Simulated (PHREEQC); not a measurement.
# Acid rinse or clean (model solution)

Make-up at 65 °C: 0.098 mol HCl, 0.00072 mol CaCl2 and 0.00016 mol MnSO4 per kg of water. Closed to the air; pH follows from the charge balance.

Computed with PHREEQC (ion-association model, wateq4f.dat).

Each row changes one thing in this solution. Precipitation was switched off in this run.

```csv
case,pH,ionic strength (mol/kgw),HSO4- (mol/kgw),SO4-2 (mol/kgw)
as made,1.10,0.101,0.000144,1.52e-5
CaCl2 left out,1.10,0.0983,0.000145,1.52e-5
HCl from 0.098 to 0.147 mol/kgw,0.93,0.149,?,?
MnSO4 from 0.00016 to 3.2e-05 mol/kgw,1.10,0.100,?,3.03e-6
CaCl2 from 0.00072 to 0.00108 mol/kgw,1.10,0.102,?,1.52e-5
MnSO4 replaced by (NH4)2SO4 at the same molality,1.10,0.100,0.000144,1.52e-5
CaCl2 from 0.00072 to 0.00036 mol/kgw,1.10,0.0994,0.000144,1.52e-5
0.013 mol/kgw HF added,1.10,0.101,0.000144,1.52e-5
MnSO4 replaced by Ag2SO4 at the same molality,1.10,0.100,0.000144,1.52e-5
```

Problem. What belongs in the gaps?

Solution. 
- HCl from 0.098 to 0.147 mol/kgw, HSO4- (mol/kgw): 0.000148
- HCl from 0.098 to 0.147 mol/kgw, SO4-2 (mol/kgw): 1.18e-5
- MnSO4 from 0.00016 to 3.2e-05 mol/kgw, HSO4- (mol/kgw): 2.88e-5
- CaCl2 from 0.00072 to 0.00108 mol/kgw, HSO4- (mol/kgw): 0.000143

Species that the database lacks are ignored. Some of these states are supersaturated (in Cerargyrite, for instance). At this temperature some constants are extrapolated from 25 °C, and those without enthalpy data are left unchanged.
